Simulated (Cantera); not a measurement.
An isothermal, constant-pressure homogeneous reactor starts with 0.366 % CH3OH, 0.634 % O2, 99.0 % N2, equivalence ratio 0.87, at 1600 K and 4.93 atm.

Computed with Cantera and GRI-Mech 3.0 (53 species, 325 reactions). GRI-Mech 3.0 was tuned for natural gas; its chemistry of methanol as a main component is partial and can be far from experiment.

One state of this run: x CH3OH = <1e-12; x O2 = 0.000836; x NO = 6.08e-6; x C2H2 = <1e-12; x C2H6 = <1e-12; x CH2 = <1e-12. x: mole fraction; the columns are a selection and need not sum to one.

Task: Which value of t (s) does it belong to?
A) 1.00
B) 0.000202
C) 6.00e-5
D) 0.000682

Result: A, 1.00
